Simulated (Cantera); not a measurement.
Input: 1 mol SiC, 0.14 mol N2O, 32 mol H2, held at 725 °C and 0.0100 bar.

These are equilibrium values from Cantera (NASA tables, ideal gas, pure condensed phases), not measurements of a reactor. Candidate condensed phases: C, C6H6, C7H8, C8H18, H2O, Si, SiC, SiO2, Si2N2O, Si3N4; 151 gas species. Equilibrium is a limit: real reactors are often held back by kinetics, nucleation or transport.

Base state: H2 0.999, CH4 0.000974 (mole fractions); condensed: C(graphite) + SiC(s) + Si2N2O(s).

Task: What changes in the equilibrium state with this change: SiC replaced by Si3N4?

Result: 
| species | before | after |
|---|---|---|
| H2 | 0.999 | 0.994 |
| N2 | 1.94e-7 | 0.00580 |
| CH4 | 0.000974 | 0 |
| C(graphite), mol | 0.249 | 0 |
| SiC(s), mol | 0.720 | 0 |
| Si2N2O(s), mol | 0.140 | 0.140 |
| Si3N4(s), mol | 0 | 0.907 |

Task: What changes in the equilibrium state with this change: pressure from 0.0100 bar to 0.0630 bar?

Result: 
```csv
species,before,after
H2,0.999,0.994
CH4,0.000974,0.00607
"C(graphite), mol",0.249,0.0869
"SiC(s), mol",0.720,0.720
"Si2N2O(s), mol",0.140,0.140
```
